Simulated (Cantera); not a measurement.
A freely propagating, adiabatic, planar premixed flame of H₂ : O₂ : N₂ = 1 : 0.417 : 1.54 (molar parts), unburnt at 648 K and 14000 Pa; mixture-averaged transport, grid criteria slope 0.08 and curve 0.16, no radiation.

Model: the H2/O2 subset of GRI-Mech 3.0, which has no nitrogen chemistry, integrated in Cantera. Burning velocities carry a grid error of a few per cent, more on coarse grids.

Problem. Predict: laminar burning velocity; thermal thickness; peak x(H); peak x(O); peak x(H₂O₂).

Solution. 
```
Quantity                    Result
------------------------  --------
laminar burning velocity  770 cm/s
thermal thickness          6.32 mm
peak x(H)                    0.114
peak x(O)                   0.0142
peak x(H₂O₂)               7.66e-7
```
